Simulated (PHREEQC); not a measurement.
A solution holds 0.023 mol/kgw MgCl2 and 0.0001 mol/kgw Na2SO4, at 4.2 °C. Closed to the air; pH follows from the charge balance.

Equilibrium calculation in PHREEQC: Pitzer model, pitzer.dat.

The ionic strength is 0.0693 mol/kgw. The specific conductance is 2760 µS/cm and the density is 1.002 g/cm³. The osmotic coefficient is 0.888.

```csv
species,molality,activity,log γ
Cl-,0.0460,0.0366,-0.099
Mg+2,0.0230,0.0105,-0.341
Na+,0.000200,0.000163,-0.089
SO4-2,0.000100,2.97e-5,-0.528
H+,7.74e-8,6.41e-8,-0.082
MgOH+,4.11e-8,3.61e-8,-0.057
OH-,3.64e-8,2.69e-8,-0.131
```

No solid was allowed to form. Complexes and solids missing from the database can't appear. Away from 25 °C the constants follow the database's enthalpies or fits; those with neither stay at their 25 °C values.
